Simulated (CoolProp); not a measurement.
Vapour-liquid equilibrium of R22 (1) + c-C4F8 (RC318) (2) at -32.75 °C; x and y are mole fractions of (1).

Computed with CoolProp (multi-fluid Helmholtz-energy mixture model, Kamei 1995 and Platzer 1990; pair parameters Bell 2016). This equation is an older, rougher fit; its heat capacities, sound speeds and derivatives of the liquid may be far off and weren't checked against measurements.

| x | bubble pressure (MPa) | y at the bubble point | dew pressure at overall composition x (MPa) | liquid density (mol/L) |
|---|---|---|---|---|
| 0.05 | 0.03284 | 0.171 | 0.02979 | 8.758 |
| 0.2 | 0.05929 | 0.632 | 0.03369 | 9.479 |
| 0.35 | 0.09447 | 0.819 | 0.03923 | 10.28 |
| 0.5 | 0.1196 | 0.883 | 0.04755 | 11.20 |
| 0.65 | 0.1315 | 0.909 | 0.06136 | 12.29 |
| 0.8 | 0.1376 | 0.926 | 0.08893 | 13.63 |
| 0.95 | 0.1440 | 0.967 | 0.1421 | 15.34 |

No azeotrope shows between x = 0.05 and 0.95.

Pair parameters are fitted to limited data, so mixtures are less certain than the pure fluids. The gap from Raoult's law changes sign with composition, which may be real or a fault of the pair parameters; it wasn't checked against measurements.
